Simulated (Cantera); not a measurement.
Mixture: 6.65 % C3H8, 19.5 % O2, 73.8 % N2, at 1.40 bar, adiabatic and at constant volume. Ignition delay is the time to a rise of 400 K.

Cantera simulation using GRI-Mech 3.0 (53 species, 325 reactions); the numbers are that mechanism's predictions, not measurements. GRI-Mech 3.0 was tuned for natural gas; its chemistry of propane as a main component is partial and can be far from experiment.

### Question
At T0 = 1573 K, what is the delay, and which 5 reactions control it most (d ln τ / d ln k, from doubling and halving each rate constant)?

### Answer
The delay is 31.7 µs.
```csv
reaction,d ln τ / d ln k,faster rate
C2H5 + CH3 (+M) <=> C3H8 (+M),-0.45,shortens it
H + O2 <=> O + OH,-0.25,shortens it
CH3 + HO2 <=> CH3O + OH,-0.23,shortens it
C3H8 + H <=> C3H7 + H2,0.22,lengthens it
C2H5 + O2 <=> C2H4 + HO2,-0.22,shortens it
```
